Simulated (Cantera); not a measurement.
A closed system holds: 1 mol CH₃F, 0.43 mol H₂, equilibrated at 1.80 Pa.

Method: chemical equilibrium by Gibbs-energy minimisation in Cantera with the NASA 1993 tables (ideal gas, pure condensed phases). Candidate condensed phases: C, C₆H₆, C₇H₈, C₈H₁₈; 95 gas species. Equilibrium is a limit: real reactors are often held back by kinetics, nucleation or transport.

Task: At 2398 K, list the 7 most abundant gas species with their mole fractions, and the condensed phases.

Result: H 0.693, HF 0.256, H₂ 0.0348, F 0.00806, C₃ 0.00527, C 0.00214, C₂ 0.000476. Condensed: C(graphite).
